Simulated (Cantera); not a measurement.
What does this Cantera script print?

```python
import numpy as np
import cantera as ct

surf = ct.Interface("ptcombust.yaml", "Pt_surf")
gas = surf.adjacent["gas"]
gas.TPX = 1150, 270000, {'CH4': 0.0038, 'O2': 0.1, 'N2': 0.79}
surf.TP = 1150, 270000
reactor = ct.FlowReactor(gas, clone=False)
reactor.area = 0.0001  # m2
reactor.surface_area_to_volume_ratio = 1000  # 1/m
reactor.mass_flow_rate = 2.9 * reactor.area * gas.density  # inlet velocity 2.9 m/s
reactor.energy_enabled = False
wall = ct.ReactorSurface(surf, reactor, clone=False)
net = ct.ReactorNet([reactor])
net.rtol, net.atol = 1e-8, 1e-16
show, cover = ['CH4', 'O2', 'H2O', 'CO2', 'CO'], ['PT(S)', 'H(S)', 'O(S)', 'OH(S)', 'CO(S)', 'C(S)']

rows = []
print(f"{'z/m':>9s}{'u/(m/s)':>9s}" + "".join(f"{s:>13s}" for s in show + cover))
for z in [0.00014, 0.0003, 0.00064, 0.0014, 0.003, 0.0064, 0.014]:
    net.advance(z)
    rows.append([reactor.speed, *gas[show].X, *surf[cover].coverages])
    print(f"{z:9.4g}{rows[-1][0]:9.3g}" + "".join(f"{x:13.4e}" for x in rows[-1][1:]))
```

It prints:

```
      z/m  u/(m/s)          CH4           O2          H2O          CO2           CO        PT(S)         H(S)         O(S)        OH(S)        CO(S)         C(S)
  0.00014      2.9   4.2138e-03   1.1181e-01   7.5118e-05   3.4694e-05   2.8355e-06   2.9287e-01   2.0677e-07   7.0686e-01   2.6319e-04   6.4796e-06   8.1226e-08
   0.0003      2.9   4.1711e-03   1.1172e-01   1.6020e-04   7.6492e-05   3.5263e-06   2.9288e-01   2.5700e-07   7.0679e-01   3.2756e-04   6.5993e-06   8.0416e-08
  0.00064      2.9   4.0817e-03   1.1155e-01   3.3828e-04   1.6527e-04   3.6195e-06   2.9290e-01   3.3875e-07   7.0666e-01   4.3231e-04   6.5029e-06   7.8717e-08
   0.0014      2.9   3.8878e-03   1.1116e-01   7.2327e-04   3.5732e-04   3.4559e-06   2.9297e-01   4.6911e-07   7.0643e-01   5.9913e-04   6.2014e-06   7.5045e-08
    0.003      2.9   3.5062e-03   1.1041e-01   1.4776e-03   7.3268e-04   3.1271e-06   2.9316e-01   6.5346e-07   7.0600e-01   8.3439e-04   5.6068e-06   6.7825e-08
   0.0064      2.9   2.8071e-03   1.0904e-01   2.8520e-03   1.4140e-03   2.5353e-06   2.9359e-01   8.9826e-07   7.0526e-01   1.1450e-03   4.5157e-06   5.4539e-08
    0.014      2.9   1.6875e-03   1.0686e-01   5.0370e-03   2.4913e-03   1.6444e-06   2.9434e-01   1.1915e-06   7.0414e-01   1.5134e-03   2.7654e-06   3.3034e-08
```

Cantera simulation using Deutschmann's 1995 Pt surface mechanism with GRI-Mech 3.0 gas chemistry; the numbers are that mechanism's predictions, not measurements. Catalytic surfaces can have several steady states; this one follows from the mechanism file's or the stated starting coverage. Mass transfer to the wall is taken as infinitely fast.
